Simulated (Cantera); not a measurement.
Feed: 1 mol PbO, 4.1 mol C, 16 mol H2, at 2250 K and 0.00160 bar.

Cantera equilibrium calculation (NASA polynomials, part measured and part estimated; ideal gas, pure solids and liquids). Candidate condensed phases: C, C6H6, C7H8, C8H18, H2O, Pb, PbO, PbO2, Pb3O4; 113 gas species. The numbers say what is thermodynamically allowed, not how fast it happens.

Base state: H2 0.736, H 0.159, CO 0.0511, Pb 0.0511, C2H2 (acetylene) 0.00246, C2H 2.12e-5 (mole fractions); condensed: C(graphite).

What changes in the equilibrium state with this change: temperature from 2250 K to 1348.15 K?


| species | before | after |
|---|---|---|
| H2 | 0.736 | 0.889 |
| Pb | 0.0511 | 0.0556 |
| CO | 0.0511 | 0.0556 |
| H | 0.159 | 5.47e-5 |
| C2H | 2.12e-5 | <1e-9 |
| C2H2 (acetylene) | 0.00246 | 1.07e-6 |
| C(graphite), mol | 3.00 | 3.10 |

What changes in the equilibrium state with this change: C from 4.1 to 0.39 mol?


| species | before | after |
|---|---|---|
| H2 | 0.736 | 0.735 |
| H | 0.159 | 0.159 |
| Pb | 0.0511 | 0.0529 |
| H2O | 2.93e-9 | 0.0309 |
| CO | 0.0511 | 0.0205 |
| C2H2 (acetylene) | 0.00246 | <1e-9 |
| OH | <1e-9 | 0.00101 |
| CO2 | <1e-9 | 0.000158 |
| O | <1e-9 | 0.000150 |
| PbO | <1e-9 | 2.28e-5 |
| C(graphite), mol | 3.00 | 0 |
